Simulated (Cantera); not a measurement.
Input: 1 mol Si₂H₆, 0.52 mol HCl, 4.6 mol N₂, equilibrated at 1375 K and 0.0750 bar.

These are equilibrium values from Cantera (NASA tables, ideal gas, pure condensed phases), not measurements of a reactor. Candidate condensed phases: NH₄Cl, Si, Si₃N₄; 28 gas species. The feed counts by its element totals alone. N₂ is the only nitrogen source here; it is nearly inert below about 1500 K, so the nitride shown seldom forms there in practice. The tables' values for SiCl₃ are old estimates; treat these amounts as uncertain. The numbers say what is thermodynamically allowed, not how fast it happens.

Task: What is the equilibrium state?

Result: 
* **x(N₂)**: 0.481
* **x(H₂)**: 0.442
* **x(HCl)**: 0.0764
* **x(SiCl₂)**: 7.59e-5
* **x(SiCl₃)**: 1.43e-5
* **x(SiCl₄)**: 1.25e-5
* **x(H)**: 8.32e-6
* **x(SiHCl₃)**: 4.60e-6
* **x(NH₃)**: 1.43e-6
* **n(Si₃N₄(s))**: 0.666 mol
* **gas amount**: 6.787 mol
* **log10 activity of Si(s) (absent)**: -2.70
